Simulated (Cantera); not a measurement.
**Thermodynamics of silicon nitride deposition, feed SiH2Cl2 + NH3 + N2**

Input: 1 mol SiH2Cl2, 0.29 mol NH3, 3.7 mol N2, held at 1398 K and 90.0 mbar.

Equilibrium computed with Cantera from the NASA thermochemical tables; the gas is ideal and each condensed phase is pure. Candidate condensed phases: NH4Cl, Si, Si3N4; 28 gas species. The tables' values for SiCl3 are old estimates; treat these amounts as uncertain. Equilibrium is a limit: real reactors are often held back by kinetics, nucleation or transport.

The x(N2) is 0.586. The x(HCl) is 0.261 and the x(H2) comes out as 0.126. The x(SiCl4) is 0.0188, the x(SiCl3) is 0.00395 and the x(SiCl2) comes out as 0.00354. The x(SiHCl3) is 0.000636 and the x(Cl) comes out as 9.58e-6. The x(H) comes out as 5.59e-6 and the n(Si3N4(s)) is 0.283 mol. The gas amount comes out as 5.594 mol and the log10 activity of Si(s) (absent) is -2.66.
